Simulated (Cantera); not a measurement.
# Counterflow diffusion flame

A counterflow diffusion flame at 0.987 atm, nozzles 20 mm apart: fuel side CH₃OH : N₂ = 1 : 0.25 (molar parts) at 373 K, oxidiser side O₂ : N₂ = 0.22 : 0.78 (molar parts) at 375 K, fuel mass flux 0.92 times the oxidiser's; mixture-averaged transport, no radiation.

Detailed kinetics in Cantera: GRI-Mech 3.0 (53 species, 325 reactions). GRI-Mech 3.0 was tuned for natural gas; its chemistry of methanol as a main component is partial and can be far from experiment. GRI-Mech 3.0 has no aromatics or soot, which form on the fuel side of real flames. The maximum strain rate includes the flame's own expansion and is several times the mean.

```csv
oxidiser flux (kg/m²/s),max strain (1/s),mean strain (1/s),T max (K),peak x OH,peak x H,peak x NO,peak x CO,peak x C₂H₂
0.25,141,24.9,2078,0.00906,0.00588,7.25e-5,0.160,9.92e-5
0.36,194,35.9,2043,0.00923,0.00660,5.80e-5,0.158,0.000126
0.52,268,51.8,2005,0.00932,0.00735,4.71e-5,0.156,0.000158
0.75,372,74.7,1962,0.00926,0.00808,3.90e-5,0.154,0.000194
1.1,528,110,1917,0.00916,0.00883,3.28e-5,0.151,0.000234
1.6,749,159,1877,0.00903,0.00957,2.83e-5,0.148,0.000272
2.2,1010,219,1840,0.00880,0.0101,2.46e-5,0.146,0.000296
```
x: mole fraction; the columns are a selection and need not sum to one.
